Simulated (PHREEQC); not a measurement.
A solution holds 0.011 mol/kgw NaOH, 0.00026 mol/kgw Na2SiO3 and 0.5 mol/kgw (CH3)4NCl, at 70 °C. Closed to the air; pH follows from the charge balance.

Computed with PHREEQC (ion-association model, wateq4f.dat).

```tsv
quantity	before	after
pH	10.65	7.25
ionic strength (mol/kgw)	0.511	1.33
H3SiO4- (mol/kgw)	0.000233	5.28e-6
H2SiO4-2 (mol/kgw)	2.10e-5	2.27e-10
H4SiO4 (mol/kgw)	5.92e-6	0.000255
SI of Quartz (SiO2)	-1.76	-0.04
```

### Question
Name the change that produced these shifts.
A. (CH3)4NCl replaced by FeCl2 at the same molality
B. 0.014 mol/kgw CsOH added
C. Na2SiO3 from 0.00026 to 2.6e-05 mol/kgw
D. (CH3)4NCl replaced by TMAH at the same molality
E. diluted 5-fold with water

### Answer
A, (CH3)4NCl replaced by FeCl2 at the same molality

Precipitation was switched off in this run. The ionic strength passes 0.7 mol/kgw, the rough limit of the ion-association models, in after. (CH3)4N+ isn't in the database: it is added as a free cation with an ion size of 4 Å. At this temperature some constants are extrapolated from 25 °C, and those without enthalpy data are left unchanged.
